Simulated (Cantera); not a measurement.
Input: 1 mol SiCl4, 1.9 mol Cl2, 3 mol H2, 0.95 mol HCl, at 875 K and 7.30 bar.

Cantera equilibrium calculation (NASA polynomials, part measured and part estimated; ideal gas, pure solids and liquids). Candidate condensed phases: Si; 19 gas species. Equilibrium is a limit: real reactors are often held back by kinetics, nucleation or transport.

Base state: HCl 0.694, H2 0.161, SiCl4 0.146, SiHCl3 7.39e-5 (mole fractions); condensed: gas only.

Problem. What changes in the equilibrium state with this change: SiCl4 replaced by Si?

Solution. 
```
species   before    after
-------  -------  -------
H2         0.161    0.637
SiCl4      0.146    0.204
HCl        0.694    0.156
SiHCl3   7.39e-5  0.00182
```
